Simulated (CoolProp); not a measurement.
Properties of sulfur hexafluoride along the isobar 7660 kPa (Tc = 45.6 °C, pc = 3755 kPa, ω = 0.210).

The numbers come from the reference Helmholtz-energy equation of state, Guder 2009 in CoolProp.

```tsv
T (°C)	phase	density (kg/m³)	expansivity (1/kK)	conductivity (mW/(m K))
30.65	liquid	1440	5.145	59.1
68.35	supercritical	1061	13.03	46.5
106.05	supercritical	598.4	12.01	33.9
143.85	supercritical	431.5	6.390	31.1
181.55	supercritical	353.9	4.392	32.0
219.25	supercritical	306.1	3.401	34.0
256.95	supercritical	272.5	2.806	36.9
294.65	supercritical	247.1	2.406	39.8
332.35	supercritical	227.0	2.118	42.6
```

Thermal conductivity comes from a separate model (Assael 2012).
